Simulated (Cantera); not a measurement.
A closed system holds: 1 mol SiH₂Cl₂, 17 mol NH₃, 1.5 mol N₂, at 1648 K and 14000 Pa.

Equilibrium computed with Cantera from the NASA thermochemical tables; the gas is ideal and each condensed phase is pure. Candidate condensed phases: NH₄Cl, Si, Si₃N₄; 28 gas species. The tables' values for SiCl₃ are old estimates; treat these amounts as uncertain. The numbers say what is thermodynamically allowed, not how fast it happens.

Base state: H₂ 0.693, N₂ 0.254, HCl 0.0522, SiCl₂ 0.000986, H 0.000198, SiCl₃ 2.43e-5, Cl 1.17e-5 (mole fractions); condensed: Si₃N₄(s).

Task: What changes in the equilibrium state with this change: SiH₂Cl₂ replaced by SiCl₄?

Result: 
```json
[
 {"species": "H₂", "before": "0.693", "after": "0.640"},
 {"species": "N₂", "before": "0.254", "after": "0.255"},
 {"species": "HCl", "before": "0.0522", "after": "0.0998"},
 {"species": "SiCl₂", "before": "0.000986", "after": "0.00389"},
 {"species": "SiCl₄", "before": "1.32e-6", "after": "2.06e-5"},
 {"species": "SiCl₃", "before": "2.43e-5", "after": "0.000190"},
 {"species": "SiHCl₃", "before": "2.93e-6", "after": "2.20e-5"},
 {"species": "Si₃N₄(s), mol", "before": "0.321", "after": "0.283"}
]
```

Task: What changes in the equilibrium state with this change: SiH₂Cl₂ replaced by trisilylamine?

Result: 
| species | before | after |
|---|---|---|
| H₂ | 0.693 | 0.779 |
| N₂ | 0.254 | 0.221 |
| H | 0.000198 | 0.000210 |
| HCl | 0.0522 | 0 |
| SiCl₂ | 0.000986 | 0 |
| SiCl₃ | 2.43e-5 | 0 |
| Cl | 1.17e-5 | 0 |
| Si₃N₄(s), mol | 0.321 | 1.000 |
The feed counts by its element totals alone.
